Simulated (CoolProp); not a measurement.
Vapour-liquid equilibrium of propylene (1) + R125 (2) at 208 K; x and y are mole fractions of (1).

Computed with CoolProp (multi-fluid Helmholtz-energy mixture model, Lemmon 2013 and Lemmon 2005; pair parameters Bell 2016).

| x | bubble pressure (MPa) | y at the bubble point | dew pressure at overall composition x (MPa) | liquid density (mol/L) |
|---|---|---|---|---|
| 0.05 | 0.04579 | 0.156 | 0.04201 | 13.16 |
| 0.125 | 0.05132 | 0.293 | 0.04462 | 13.24 |
| 0.2 | 0.05473 | 0.373 | 0.04748 | 13.34 |
| 0.275 | 0.05676 | 0.425 | 0.05056 | 13.44 |
| 0.35 | 0.05792 | 0.462 | 0.05377 | 13.55 |
| 0.425 | 0.05853 | 0.490 | 0.05677 | 13.67 |
| 0.5 | 0.05877 | 0.514 | 0.05867 | 13.81 |
| 0.575 | 0.05870 | 0.538 | 0.05806 | 13.95 |
| 0.65 | 0.05829 | 0.565 | 0.05558 | 14.11 |
| 0.725 | 0.05740 | 0.599 | 0.05255 | 14.28 |
| 0.8 | 0.05571 | 0.647 | 0.04949 | 14.46 |
| 0.875 | 0.05270 | 0.721 | 0.04660 | 14.66 |
| 0.95 | 0.04754 | 0.850 | 0.04393 | 14.86 |

y crosses x between x = 0.5 and 0.575: the model has an azeotrope there.

The pair parameters rest on a limited set of measurements; away from them the model extrapolates.
